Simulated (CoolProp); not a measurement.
Model: reference Helmholtz-energy equation of state, Schroeder 2014, in CoolProp.

Problem. Give the vapour pressure (MPa), liquid density (kg/m³), enthalpy of vaporisation (kJ/kg), vapour Z of saturated ethanol at 129.45 °C.

Solution. 
| T (°C) | p (MPa) | liquid density (kg/m³) | enthalpy of vaporisation (kJ/kg) | vapour Z |
|---|---|---|---|---|
| 129.45 | 0.564 | 679 | 745 | 0.901 |
